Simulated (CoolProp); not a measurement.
1,2-dichloroethane along the isobar 4.92 bar: density (kg/m³) from the reference equation and from simpler models built on Tc = 561.6 K, pc = 52.26 bar, ω = 0.269; each cubic takes its own stable root.

The numbers come from the reference Helmholtz-energy equation of state, Thol 2015 in CoolProp.

```csv
T (K),phase,reference
244.9,liquid,1320
254.2,liquid,1308
263.5,liquid,1295
272.8,liquid,1282
282.1,liquid,1269
291.5,liquid,1255
300.8,liquid,1242
310.1,liquid,1228
319.4,liquid,1215
328.8,liquid,1201
338.1,liquid,1187
347.4,liquid,1172
356.7,liquid,1157
366,liquid,1142
375.4,liquid,1127
384.7,liquid,1111
```

### Question
How far does each simpler model (van der Waals, Soave-Redlich-Kwong, Peng-Robinson) lie from the reference over these 16 states: mean and median of the absolute difference, and the worst?

### Answer
- van der Waals: mean 60.2 %, median 42.9 %, worst -98.5 % at 384.7 K and 4.92 bar
- Soave-Redlich-Kwong: mean 12.9 %, median 12.8 %, worst -13.9 % at 244.9 K and 4.92 bar
- Peng-Robinson: mean 1.9 %, median 1.7 %, worst -3.3 % at 244.9 K and 4.92 bar

At some of these states van der Waals gives the other phase, because its saturation line lies elsewhere.
